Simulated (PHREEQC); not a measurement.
Acid rinse or clean (model solution)

Dissolve 0.0019 mol/kgw HNO3, 6e-05 mol/kgw ZnSO4 and 6.6e-05 mol/kgw MnSO4 at 20 °C. Closed to the air; pH follows from the charge balance.

All values are PHREEQC results (ion-association model, wateq4f.dat), not measurements.

Each row changes one thing in this solution. This is a speciation only: nothing precipitates in the calculation.

| case | pH | ionic strength (mol/kgw) | SO4-2 (mol/kgw) | HSO4- (mol/kgw) | MnSO4 (mol/kgw) |
|---|---|---|---|---|---|
| as made | 2.75 | 0.00237 | 0.000110 | 1.47e-5 | 7.60e-7 |
| 0.00045 mol/kgw NaHSO4 added | 2.67 | ___ | 0.000492 | ___ | 3.02e-6 |
| HNO3 from 0.0019 to 0.00285 mol/kgw | ___ | 0.00331 | ___ | 2.03e-5 | 6.75e-7 |
| diluted 5-fold with water | 3.43 | 0.000479 | 2.44e-5 | 7.32e-7 | 4.25e-8 |
| temperature from 20 to 65 °C | 2.75 | 0.00232 | 8.89e-5 | 3.48e-5 | ___ |
| ZnSO4 replaced by NiSO4 at the same molality | 2.75 | 0.00237 | 0.000110 | 1.47e-5 | 7.61e-7 |
| ZnSO4 from 6e-05 to 0.0006 mol/kgw | 2.77 | 0.00425 | 0.000554 | 6.78e-5 | 3.25e-6 |

### Question
Complete the blanks.

### Answer

- 0.00045 mol/kgw NaHSO4 added, ionic strength (mol/kgw): 0.00357
- 0.00045 mol/kgw NaHSO4 added, HSO4- (mol/kgw): 7.62e-5
- HNO3 from 0.0019 to 0.00285 mol/kgw, pH: 2.57
- HNO3 from 0.0019 to 0.00285 mol/kgw, SO4-2 (mol/kgw): 0.000104
- temperature from 20 to 65 °C, MnSO4 (mol/kgw): 1.28e-6

Complexes and solids missing from the database can't appear. Away from 25 °C the constants follow the database's enthalpies or fits; those with neither stay at their 25 °C values.
